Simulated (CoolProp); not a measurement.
Properties of dimethyl carbonate at several states (Tc = 557.0 K, pc = 4909 kPa, ω = 0.346).

Computed with CoolProp (reference Helmholtz-energy equation of state, Zhou 2011).

```
T (K)  p (kPa)          phase       Z  cv (kJ/(kg K))  speed of sound (m/s)  expansivity (1/kK)
-----  -------  -------------  ------  --------------  --------------------  ------------------
500       4350         liquid  0.1256           1.700                 478.3               3.125
580.5      233            gas  0.9856           1.737                 234.5               1.806
549.4     56.7            gas  0.9958           1.680                 230.4               1.845
387.9     19.7            gas  0.9956           1.318                 195.0               2.616
575.4    17700  supercritical  0.4938           1.827                 430.8               3.097
466.6     7240         liquid  0.2027           1.638                 635.2               2.081
```
